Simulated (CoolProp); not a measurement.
Vapour-liquid equilibrium of cyclohexane (1) + toluene (2) at 435.5 K; x and y are mole fractions of (1).

Model: multi-fluid Helmholtz-energy mixture model, Zhou 2014 and Lemmon 2006; pair parameters Bell 2016, in CoolProp.

### Question
Give the bubble pressure and the first vapour's composition at x = 0.05, 0.65, 0.85. Is there an azeotrope?

### Answer
x = 0.05: 384.6 kPa, y = 0.101; x = 0.65: 607.2 kPa, y = 0.756; x = 0.85: 664.1 kPa, y = 0.896. No azeotrope shows between x = 0.05 and 0.95.

Pair parameters are fitted to limited data, so mixtures are less certain than the pure fluids.
